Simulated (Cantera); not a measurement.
**Hydrocarbon pyrolysis for carbon deposition**

An isothermal, constant-pressure homogeneous reactor starts with 3.10 % CH4, 96.1 % N2, 0.837 % H2O, at 1300 K and 100.0 Torr.

Cantera simulation using GRI-Mech 3.0 (53 species, 325 reactions); the numbers are that mechanism's predictions, not measurements. GRI-Mech 3.0 stops at C3 and has no aromatics, soot or wall deposition, so with more carbon than oxygen in the feed, carbon stays in small species such as C2H2 where larger ones or solid carbon would form.

```csv
t (s),x CH4,x HCN,x H,x C2H2,x CH3,x CH2,x C2H
1.00e-5,0.0310,<1e-12,9.69e-11,<1e-12,1.41e-10,<1e-12,<1e-12
3.62e-5,0.0310,<1e-12,2.20e-10,<1e-12,6.40e-10,<1e-12,<1e-12
0.000131,0.0310,<1e-12,2.79e-10,<1e-12,2.83e-9,<1e-12,<1e-12
0.000473,0.0310,<1e-12,2.80e-10,<1e-12,1.10e-8,<1e-12,<1e-12
0.00171,0.0310,<1e-12,2.80e-10,<1e-12,4.04e-8,<1e-12,<1e-12
0.00618,0.0310,<1e-12,2.80e-10,<1e-12,1.47e-7,<1e-12,<1e-12
0.0224,0.0310,<1e-12,2.84e-10,<1e-12,5.24e-7,<1e-12,<1e-12
0.0809,0.0310,<1e-12,3.19e-10,4.53e-11,1.64e-6,2.69e-12,<1e-12
0.292,0.0310,<1e-12,4.43e-10,4.59e-9,3.16e-6,9.94e-12,<1e-12
1.06,0.0310,<1e-12,9.39e-10,2.59e-7,5.43e-6,2.92e-11,<1e-12
3.82,0.0308,<1e-12,3.97e-9,1.29e-5,8.49e-6,7.13e-11,<1e-12
13.8,0.0301,1.78e-12,1.82e-8,0.000252,8.74e-6,7.81e-11,1.71e-12
50.0,0.0280,1.67e-11,5.48e-8,0.00130,7.03e-6,5.71e-11,7.56e-12
```
x: mole fraction; the columns are a selection and need not sum to one.

Equilibrium at this temperature and pressure: CH4 0.000789, HCN 0.0170, H 7.19e-7, C2H2 0.00194, CH3 2.00e-7, CH2 1.58e-12, C2H 1.13e-11 (gas phase only).
